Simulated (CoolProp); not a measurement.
n-hexane along the isotherm 491.4 K: Z from the reference equation and from simpler models built on Tc = 507.8 K, pc = 3.044 MPa, ω = 0.300; each cubic takes its own stable root.

The numbers come from the reference Helmholtz-energy equation of state, Thol 2019 in CoolProp.

```
p (MPa)   phase  reference  Soave-Redlich-Kwong  Peng-Robinson
-------  ------  ---------  -------------------  -------------
0.846       gas          ?                    ?              ?
1.69        gas     0.7301               0.7417         0.7215
2.54     liquid          ?               0.1738         0.1550
3.38     liquid     0.1727               0.2101         0.1877
4.23     liquid          ?               0.2487         0.2223
5.07     liquid     0.2445               0.2865              ?
5.92     liquid     0.2799               0.3241         0.2899
6.76     liquid     0.3145               0.3607         0.3226
7.61     liquid     0.3490               0.3971              ?
```

**Question.** What belongs in the gaps?

**Answer.** 
- 0.846, reference: 0.8812
- 0.846, Soave-Redlich-Kwong: 0.8852
- 0.846, Peng-Robinson: 0.8746
- 2.54, reference: 0.1371
- 4.23, reference: 0.2090
- 5.07, Peng-Robinson: 0.2561
- 7.61, Peng-Robinson: 0.3553
